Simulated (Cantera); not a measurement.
What does this Cantera script print?

```python
import numpy as np
import cantera as ct

gas_names = """
    O2 ZrO2 H2 H2O CO2 TiO
""".split()
cond_names = """
    Zr(a) Zr(b) Zr(L) Ta(cr) Ta(L) Ta2O5(s) Ta2O5(L) Li(cr) Li(L) Li2O(s) Li2O(L) C(gr) Ti(a) Ti(b)
    Ti(L) Ti4O7(s) Ti4O7(L)
""".split()


def load(file, names, dense=False):
    # The tables refer to 1 bar. Condensed volumes are neglected.
    table = {s.name: s for s in ct.Species.list_from_file(file)}
    out = []
    for n in names:
        d = dict(table[n].input_data)
        d["thermo"] = dict(d["thermo"], **{"reference-pressure": 1e5})
        if dense:
            d["equation-of-state"] = {"model": "constant-volume", "density": "1e6 g/cm^3"}
        out.append(ct.Species.from_dict(d))
    return out


species = {s.name: s for s in load("nasa_gas.yaml", gas_names) + load("nasa_condensed.yaml", cond_names)}
# Each term lists the table entries of one substance; the one whose range holds T is used.
reactions = {
    'Zr + O2(g) = ZrO2(g)':
        [(-1, ['Zr(a)', 'Zr(b)', 'Zr(L)']), (-1, ['O2']), (1, ['ZrO2'])],
    '0.8 Ta + O2(g) = 0.4 Ta2O5':
        [(-0.8, ['Ta(cr)', 'Ta(L)']), (-1, ['O2']), (0.4, ['Ta2O5(s)', 'Ta2O5(L)'])],
    '4 Li + O2(g) = 2 Li2O':
        [(-4, ['Li(cr)', 'Li(L)']), (-1, ['O2']), (2, ['Li2O(s)', 'Li2O(L)'])],
    '2 H2(g) + O2(g) = 2 H2O(g)':
        [(-2, ['H2']), (-1, ['O2']), (2, ['H2O'])],
    'C + O2(g) = CO2(g)':
        [(-1, ['C(gr)']), (-1, ['O2']), (1, ['CO2'])],
    '1.143 Ti + O2(g) = 0.2857 Ti4O7':
        [(-1.1428571428571428, ['Ti(a)', 'Ti(b)', 'Ti(L)']), (-1, ['O2']), (0.2857142857142857, ['Ti4O7(s)', 'Ti4O7(L)'])],
    '2 Ti + O2(g) = 2 TiO(g)':
        [(-2, ['Ti(a)', 'Ti(b)', 'Ti(L)']), (-1, ['O2']), (2, ['TiO'])],
}


def pick(names, T):
    return next(species[n] for n in names if species[n].thermo.min_temp <= T <= species[n].thermo.max_temp)


results = []
for label, terms in reactions.items():
    print(label)
    print("     T/K   dH/kJ  dS/(J/K)   dG/kJ   log10 K")
    for T in [850, 950, 1050, 1150, 1250, 1350]:
        used = [(nu, pick(names, T)) for nu, names in terms]
        dH = sum(nu * s.thermo.h(T) for nu, s in used) / 1e6
        dS = sum(nu * s.thermo.s(T) for nu, s in used) / 1e3
        dG = dH - T * dS / 1e3
        logK = -dG * 1e6 / (ct.gas_constant * T * np.log(10))
        results.append((label, T, dH, dS, dG, logK, [s.name for _, s in used]))
        print(f"{T:8g} {dH:8.1f} {dS:8.1f} {dG:8.1f} {logK:8.2f}")
```

It prints:

```
Zr + O2(g) = ZrO2(g)
     T/K   dH/kJ  dS/(J/K)   dG/kJ   log10 K
     850   -289.9     22.7   -309.2    19.00
     950   -290.7     21.8   -311.4    17.12
    1050   -291.7     20.8   -313.5    15.60
    1150   -296.7     16.3   -315.5    14.33
    1250   -297.5     15.7   -317.1    13.25
    1350   -298.3     15.1   -318.6    12.33
0.8 Ta + O2(g) = 0.4 Ta2O5
     T/K   dH/kJ  dS/(J/K)   dG/kJ   log10 K
     850   -812.2   -170.3   -667.5    41.02
     950   -810.7   -168.6   -650.5    35.77
    1050   -809.2   -167.0   -633.8    31.53
    1150   -807.5   -165.6   -617.1    28.03
    1250   -805.9   -164.2   -600.6    25.10
    1350   -804.2   -162.9   -584.3    22.61
4 Li + O2(g) = 2 Li2O
     T/K   dH/kJ  dS/(J/K)   dG/kJ   log10 K
     850  -1211.5   -279.2   -974.2    59.87
     950  -1209.8   -277.3   -946.4    52.03
    1050  -1206.9   -275.3   -917.9    45.66
    1150  -1204.2   -272.8   -890.5    40.45
    1250  -1201.0   -270.1   -863.4    36.08
    1350  -1197.5   -267.5   -836.5    32.36
2 H2(g) + O2(g) = 2 H2O(g)
     T/K   dH/kJ  dS/(J/K)   dG/kJ   log10 K
     850   -493.6   -108.3   -401.6    24.68
     950   -495.1   -109.9   -390.6    21.48
    1050   -496.3   -111.2   -379.6    18.88
    1150   -497.5   -112.2   -368.4    16.73
    1250   -498.4   -113.0   -357.2    14.92
    1350   -499.3   -113.7   -345.8    13.38
C + O2(g) = CO2(g)
     T/K   dH/kJ  dS/(J/K)   dG/kJ   log10 K
     850   -394.3      1.6   -395.6    24.31
     950   -394.5      1.4   -395.8    21.76
    1050   -394.7      1.1   -395.9    19.70
    1150   -394.9      0.9   -396.0    17.99
    1250   -395.1      0.8   -396.1    16.55
    1350   -395.4      0.6   -396.2    15.33
1.143 Ti + O2(g) = 0.2857 Ti4O7
     T/K   dH/kJ  dS/(J/K)   dG/kJ   log10 K
     850   -966.7   -172.9   -819.7    50.37
     950   -965.4   -171.5   -802.5    44.12
    1050   -964.2   -170.3   -785.4    39.07
    1150   -963.7   -169.9   -768.4    34.90
    1250   -966.4   -172.2   -751.1    31.39
    1350   -964.7   -171.0   -733.9    28.40
2 Ti + O2(g) = 2 TiO(g)
     T/K   dH/kJ  dS/(J/K)   dG/kJ   log10 K
     850     99.5    183.3    -56.2     3.46
     950     97.3    180.8    -74.4     4.09
    1050     94.8    178.3    -92.4     4.60
    1150     90.9    174.8   -110.1     5.00
    1250     81.5    166.6   -126.8     5.30
    1350     79.5    165.1   -143.4     5.55
```

Standard-state values (1 bar) from the NASA 1993 polynomials, evaluated with Cantera. Condensed species are held in their standard states even where they would react or evaporate.
